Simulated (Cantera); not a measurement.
What does this Cantera script print?

```python
import numpy as np
import cantera as ct

gas = ct.Solution("gri30.yaml", transport_model="mixture-averaged")
show = ['C2H2', 'NH3', 'H']

rows = []
print(f"{'T/K':>7s}{'rho':>11s}{'cp':>10s}{'mu':>11s}{'lambda':>11s}{'Pr':>7s}" + "".join(f"{'D_' + s:>11s}" for s in show))
for T in [400, 650, 900, 1150, 1400, 1650, 1900, 2150]:
    gas.TPX = T, 101325, {'N2O': 0.65, 'N2': 0.57}
    Pr = gas.cp_mass * gas.viscosity / gas.thermal_conductivity
    D = [gas.mix_diff_coeffs_mole[gas.species_index(s)] for s in show]
    rows.append([gas.density, gas.cp_mass, gas.viscosity, gas.thermal_conductivity, Pr, *D])
    print(f"{T:7g}{gas.density:11.4e}{gas.cp_mass:10.1f}{gas.viscosity:11.4e}"
          f"{gas.thermal_conductivity:11.4e}{Pr:7.3f}" + "".join(f"{d:11.4e}" for d in D))
print("SI units: kg/m3, J/kg/K, Pa s, W/m/K, m2/s")
```

Result:

```
    T/K        rho        cp         mu     lambda     Pr     D_C2H2      D_NH3        D_H
    400 1.1132e+00     997.6 2.0640e-05 2.8656e-02  0.719 2.3816e-05 3.2141e-05 1.8160e-04
    650 6.8504e-01    1111.5 3.0055e-05 4.6112e-02  0.724 5.6706e-05 7.9728e-05 4.2617e-04
    900 4.9475e-01    1198.1 3.7920e-05 6.2176e-02  0.731 9.9549e-05 1.4288e-04 7.4333e-04
   1150 3.8720e-01    1253.0 4.4865e-05 7.6997e-02  0.730 1.5106e-04 2.1932e-04 1.1242e-03
   1400 3.1805e-01    1292.4 5.1191e-05 9.0759e-02  0.729 2.1044e-04 3.0764e-04 1.5631e-03
   1650 2.6986e-01    1322.8 5.7068e-05 1.0362e-01  0.729 2.7713e-04 4.0691e-04 2.0561e-03
   1900 2.3436e-01    1345.8 6.2600e-05 1.1570e-01  0.728 3.5072e-04 5.1647e-04 2.6001e-03
   2150 2.0710e-01    1363.1 6.7860e-05 1.2711e-01  0.728 4.3089e-04 6.3583e-04 3.1929e-03
SI units: kg/m3, J/kg/K, Pa s, W/m/K, m2/s
```

Model: GRI-Mech 3.0 (53 species, 325 reactions), integrated in Cantera. The composition is frozen, though it would react at the higher temperatures.
